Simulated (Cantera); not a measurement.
A closed system holds: 1 mol Si(CH3)4, 0.011 mol CH4, 2.4 mol H2, at 2200 °C.

Method: chemical equilibrium by Gibbs-energy minimisation in Cantera with the NASA 1993 tables (ideal gas, pure condensed phases). Candidate condensed phases: C, C6H6, C7H8, C8H18, Si, SiC; 87 gas species. Gases not in the tables: Si2H6 and higher silanes. Equilibrium is a limit: real reactors are often held back by kinetics, nucleation or transport.

Problem. Which condensed phases are stable at each of these points (P (Pa)): 100, 320, 1000, 3200, 10000, 32000, 100000?

Solution. 
| P (Pa) | condensed phases | Si condensed (%) |
|---|---|---|
| 100 | C(graphite) | 0.0 |
| 320 | C(graphite) | 0.0 |
| 1000 | C(graphite) | 0.0 |
| 3200 | C(graphite) + SiC(s) | 60.3 |
| 10000 | C(graphite) + SiC(s) | 87.5 |
| 32000 | C(graphite) + SiC(s) | 95.9 |
| 100000 | C(graphite) + SiC(s) | 98.5 |

From 0.00100 bar to 0.0100 bar the condensed part is C(graphite). From 0.0320 bar to 1.00 bar the condensed part is C(graphite) + SiC(s).
